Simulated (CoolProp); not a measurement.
Vapour-liquid equilibrium of ethylene (1) + carbon dioxide (2) at 244.2 K; x and y are mole fractions of (1).

The numbers come from the multi-fluid Helmholtz-energy mixture model, Smukala 2000 and Span 1996; pair parameters Bell 2016 in CoolProp.

| x | bubble pressure (kPa) | y at the bubble point | dew pressure at overall composition x (kPa) | liquid density (mol/L) |
|---|---|---|---|---|
| 0.05 | (withheld) | (withheld) | 1531 | 23.67 |
| 0.15 | 1739 | 0.240 | (withheld) | 22.42 |
| 0.25 | 1849 | 0.343 | (withheld) | (withheld) |
| 0.35 | 1929 | 0.429 | 1856 | 20.23 |
| 0.45 | 1987 | 0.507 | 1946 | 19.28 |
| 0.55 | 2026 | 0.584 | 2011 | 18.43 |
| 0.65 | 2049 | 0.664 | 2046 | 17.66 |
| 0.75 | 2055 | 0.748 | 2055 | 16.98 |
| 0.85 | 2044 | (withheld) | 2042 | 16.36 |
| 0.95 | 2015 | 0.944 | 2013 | 15.81 |

Problem. Complete the blanks.

Solution. 
- 0.05, bubble pressure (kPa): 1582
- 0.05, y at the bubble point: 0.098
- 0.15, dew pressure at overall composition x (kPa): 1639
- 0.25, dew pressure at overall composition x (kPa): 1750
- 0.25, liquid density (mol/L): 21.27
- 0.85, y at the bubble point: 0.841

y crosses x between x = 0.65 and 0.75: the model has an azeotrope there.

The pair parameters rest on a limited set of measurements; away from them the model extrapolates.
